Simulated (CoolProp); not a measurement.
c-C4F8 (RC318) at 389.27 K and 0.494 MPa is compressed adiabatically to 3.09 MPa with isentropic efficiency 0.8. Each further row changes one setting.

Values from CoolProp's reference Helmholtz-energy equation of state, Platzer 1990. This equation is an older, rougher fit; its heat capacities, sound speeds and derivatives of the liquid may be far off and weren't checked against measurements.

```tsv
case	work (kJ/kg)	final temperature (K)	final density (kg/m³)
as stated	?	?	?
efficiency 1	26.6	?	?
efficiency 0.65	?	?	?
```

**Question.** Fill in the missing entries.

**Answer.** 
- as stated, work (kJ/kg): 33.3
- as stated, final temperature (K): 441.8
- as stated, final density (kg/m³): 229
- efficiency 1, final temperature (K): 436.1
- efficiency 1, final density (kg/m³): 239
- efficiency 0.65, work (kJ/kg): 40.9
- efficiency 0.65, final temperature (K): 448.5
- efficiency 0.65, final density (kg/m³): 220
